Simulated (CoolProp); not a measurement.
Fluorine along the isobar 6.26 MPa: Z from the reference equation and from simpler models built on Tc = 144.4 K, pc = 5.240 MPa, ω = 0.045; each cubic takes its own stable root.

Computed with CoolProp (reference Helmholtz-energy equation of state, de Reuck 1990).

```csv
T (K),phase,reference
59.5,liquid,0.2867
78,liquid,0.2346
96.5,liquid,0.2061
115,liquid,0.1925
133.5,liquid,0.1958
152,supercritical,0.4810
170.5,supercritical,0.7283
189,supercritical,0.8241
207.5,supercritical,0.8791
226,supercritical,0.9144
244.5,supercritical,0.9384
263,supercritical,0.9556
281.5,supercritical,0.9683
300,supercritical,0.9779
```

Question: How far does each simpler model (van der Waals, Redlich-Kwong, Peng-Robinson) lie from the reference over these 14 states: mean and median of the absolute difference, and the worst?

Answer: 
- van der Waals: mean 17.4 %, median 3.1 %, worst +45.8 % at 59.5 K and 6.26 MPa
- Redlich-Kwong: mean 1.3 %, median 0.8 %, worst +7.4 % at 133.5 K and 6.26 MPa
- Peng-Robinson: mean 4.9 %, median 3.5 %, worst -11.8 % at 78 K and 6.26 MPa
